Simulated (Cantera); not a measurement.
Charge: 1 mol SiH2Cl2, 0.15 mol NH3, a varied amount of N2, equilibrated at 773 K and 0.105 Torr.

Cantera equilibrium calculation (NASA polynomials, part measured and part estimated; ideal gas, pure solids and liquids). Candidate condensed phases: NH4Cl, Si, Si3N4; 28 gas species. Equilibrium is a limit: real reactors are often held back by kinetics, nucleation or transport.

x: gas mole fraction; n: condensed amount in mol.

| n(N2) (mol) | x N2 | x HCl | x H2 | x SiCl4 | x SiHCl3 | n Si3N4(s) |
|---|---|---|---|---|---|---|
| 2.8 | 0.531 | 0.300 | 0.130 | 0.0392 | [?] | 0.276 |
| 4.3 | 0.648 | 0.235 | 0.0908 | 0.0262 | [?] | 0.282 |
| 6.6 | 0.745 | 0.177 | 0.0612 | 0.0169 | [?] | 0.287 |
| 10 | 0.819 | 0.130 | 0.0406 | 0.0106 | [?] | 0.292 |
| 15 | 0.872 | 0.0944 | 0.0266 | 0.00652 | [?] | 0.297 |
| 24 | 0.917 | 0.0637 | 0.0160 | 0.00361 | [?] | 0.303 |
| 36 | 0.943 | 0.0447 | 0.0102 | 0.00212 | [?] | 0.307 |
| 55 | 0.962 | 0.0306 | 0.00634 | 0.00118 | [?] | 0.311 |
| 85 | 0.975 | 0.0205 | 0.00388 | 0.000639 | [?] | 0.315 |

Task: Fill in the missing entries.

Result: 
- 2.8, x SiHCl3: 1.06e-5
- 4.3, x SiHCl3: 6.38e-6
- 6.6, x SiHCl3: 3.67e-6
- 10, x SiHCl3: 2.08e-6
- 15, x SiHCl3: 1.16e-6
- 24, x SiHCl3: 5.71e-7
- 36, x SiHCl3: 3.04e-7
- 55, x SiHCl3: 1.55e-7
- 85, x SiHCl3: 7.59e-8
